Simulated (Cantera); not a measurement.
# Transport properties of process gases

Gas mixture: N2O : NO = 0.99 : 0.66 (molar parts), at 0.750 Torr, frozen composition.

Cantera's kinetic-theory transport with the Lennard-Jones parameters of GRI-Mech 3.0, ideal gas; thermal conductivity in the mixture-averaged form. The composition is frozen, though it would react at the higher temperatures.

```
T (K)  ρ (kg/m³)  cp (J/kg/K)  μ (µPa s)  λ (mW/m/K)     Pr  D (cm²/s) CH3  D (cm²/s) OH  D (cm²/s) H2O
-----  ---------  -----------  ---------  ----------  -----  -------------  ------------  -------------
400      0.00115        979.1       20.7        28.0  0.722            324           453            329
650     0.000711         1104       30.2        45.9  0.728            761          1050            828
900     0.000513         1191       38.2        62.1  0.733           1330          1810           1490
1150    0.000402         1244       45.3        77.0  0.731           2010          2730           2300
1400    0.000330         1281       51.7        90.6  0.730           2800          3790           3240
1650    0.000280         1310       57.6         103  0.731           3680          4980           4290
1900    0.000243         1332       63.2         115  0.731           4650          6300           5460
2150    0.000215         1349       68.5         126  0.731           5710          7730           6720
2400    0.000192         1361       73.6         137  0.730           6860          9280           8090
```
D: mixture-averaged diffusion coefficient of that species in the mixture.
